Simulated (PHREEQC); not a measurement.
Dissolve 0.071 mol CuSO4, 0.00073 mol KNO3 and 0.006 mol NaCl per kg of water at 25 °C. Closed to the air; pH follows from the charge balance.

Model: ion-association model, wateq4f.dat, run in PHREEQC.

No solid was allowed to form.

Q: Order these S species by the share of S that they hold, largest first: SO4-2, CuSO4, NaSO4-.

A: SO4-2 (54 %), CuSO4 (45 %), NaSO4- (0.48 %)

The pH is 4.57 and the ionic strength 0.161 mol/kgw. Saturation is exceeded, for instance for Antlerite, Brochantite; the values hold only as long as no solid forms. Complexes and solids missing from the database can't appear.
